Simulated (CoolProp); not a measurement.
Vapour pressure (MPa) of n-octane: the reference equation beside estimates from Tc = 568.7 K, pc = 2.484 MPa, ω = 0.398.

Model: reference Helmholtz-energy equation of state, Beckmüller 2019, in CoolProp.

```json
[
 {"T (K)": "354.7", "reference": "0.02473", "Lee-Kesler": "0.02429", "Redlich-Kwong": "0.07548", "Soave-Redlich-Kwong": "0.02441", "Peng-Robinson": "0.02499"},
 {"T (K)": "376.3", "reference": "0.05187", "Lee-Kesler": "0.05147", "Redlich-Kwong": "0.1324", "Soave-Redlich-Kwong": "0.05151", "Peng-Robinson": "0.05207"},
 {"T (K)": "397.9", "reference": "0.09884", "Lee-Kesler": "0.09883", "Redlich-Kwong": "0.2162", "Soave-Redlich-Kwong": "0.09876", "Peng-Robinson": "0.09887"},
 {"T (K)": "419.5", "reference": "…", "Lee-Kesler": "0.1750", "Redlich-Kwong": "0.3327", "Soave-Redlich-Kwong": "0.1750", "Peng-Robinson": "0.1740"},
 {"T (K)": "441.1", "reference": "0.2877", "Lee-Kesler": "0.2899", "Redlich-Kwong": "0.4879", "Soave-Redlich-Kwong": "0.2907", "Peng-Robinson": "0.2877"},
 {"T (K)": "462.7", "reference": "0.4509", "Lee-Kesler": "0.4543", "Redlich-Kwong": "…", "Soave-Redlich-Kwong": "0.4575", "Peng-Robinson": "0.4517"},
 {"T (K)": "484.3", "reference": "0.6764", "Lee-Kesler": "0.6807", "Redlich-Kwong": "0.9370", "Soave-Redlich-Kwong": "…", "Peng-Robinson": "0.6792"},
 {"T (K)": "505.9", "reference": "0.9786", "Lee-Kesler": "…", "Redlich-Kwong": "…", "Soave-Redlich-Kwong": "0.9973", "Peng-Robinson": "0.9851"}
]
```

Question: Fill in the missing entries.

Answer: 
- 419.5, reference: 0.1741
- 462.7, Redlich-Kwong: 0.6875
- 484.3, Soave-Redlich-Kwong: 0.6883
- 505.9, Lee-Kesler: 0.9830
- 505.9, Redlich-Kwong: 1.241

Absolute difference from the reference over all 8 rows, mean and median: Lee-Kesler 0.7 and 0.7 %, Redlich-Kwong 94.7 and 80.3 %, Soave-Redlich-Kwong 1.1 and 1.2 %, Peng-Robinson 0.3 and 0.3 %.
